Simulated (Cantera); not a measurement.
# Hydrocarbon pyrolysis for carbon deposition

An isothermal, constant-pressure homogeneous reactor starts with CH4 : H2 = 1 : 1.3 (molar parts), at 1950 K and 1.00 bar.

Model: GRI-Mech 3.0 (53 species, 325 reactions), integrated in Cantera. GRI-Mech 3.0 stops at C3 and has no aromatics, soot or wall deposition, so with more carbon than oxygen in the feed, carbon stays in small species such as C2H2 where larger ones or solid carbon would form.

```
t (s)       x CH4   x H2     x CH3    x C2H6       x H    x C2H2
--------  -------  -----  --------  --------  --------  --------
2.00e-6     0.434  0.565  0.000841   2.25e-6   6.42e-5   4.16e-9
6.37e-6     0.431  0.566   0.00256   5.78e-5  0.000181   8.58e-7
2.03e-5     0.421  0.569   0.00626  0.000646  0.000451  0.000143
6.47e-5     0.377  0.595   0.00797   0.00118  0.000668   0.00686
0.000206    0.275  0.664   0.00590  0.000638  0.000744    0.0447
0.000658    0.151  0.747   0.00337  0.000200  0.000856    0.0946
0.00210    0.0622  0.806   0.00146   3.65e-5  0.000963     0.128
0.00668    0.0217  0.833  0.000530   4.83e-6   0.00103     0.143
0.0213    0.00846  0.842  0.000210   9.23e-7   0.00106     0.147
0.0678    0.00620  0.843  0.000155   5.94e-7   0.00106     0.148
0.216     0.00617  0.843  0.000154   5.90e-7   0.00106     0.148
0.689     0.00617  0.843  0.000154   5.90e-7   0.00106     0.148
2.20      0.00617  0.843  0.000154   5.90e-7   0.00106     0.148
7.00      0.00617  0.843  0.000154   5.90e-7   0.00106     0.148
```
x: mole fraction; the columns are a selection and need not sum to one.

Equilibrium at this temperature and pressure: CH4 0.00617, H2 0.843, CH3 0.000154, C2H6 5.90e-7, H 0.00106, C2H2 0.148 (gas phase only).
